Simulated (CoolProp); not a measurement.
A Linde-Hampson liquefier for CF4 (R14): isothermal reversible compression at 250 K from 1 atm to 20 MPa, throttling to 1 atm, return gas leaving the recuperator 10 K below the feed. Each further row changes one setting.

Computed with CoolProp (reference Helmholtz-energy equation of state, Platzer 1990). This equation is an older, rougher fit; its heat capacities, sound speeds and derivatives of the liquid may be far off and weren't checked against measurements.

```csv
case,liquid yield per pass,compression work (kJ/kg of gas)
as stated,___,100
high pressure 40 MPa,0.408,116
warm-end temperature 280 K,0.310,___
warm-end gap 15 K,___,100
```

Q: Complete the blanks.

A: 
- as stated, liquid yield per pass: 0.416
- warm-end temperature 280 K, compression work (kJ/kg of gas): 121
- warm-end gap 15 K, liquid yield per pass: 0.406
